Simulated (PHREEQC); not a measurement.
Make-up at 25 °C: 48 mmol/kgw Fe(NO3)3. Closed to the air; pH follows from the charge balance.

Model: ion-association model, phreeqc.dat, run in PHREEQC.

No solid was allowed to form.

Question: What pH, ionic strength does the model give?

Answer: pH 1.80; ionic strength 0.279 mol/kgw.

Question: In which forms is Fe present?

Answer: Fe+3 59 %, Fe2(OH)2+4 27 %, FeOH+2 10 %, Fe3(OH)4+5 3.6 % of the Fe.

Examples of supersaturated solids here: Hematite (slow to form), Goethite (slow to form). Others may be too.
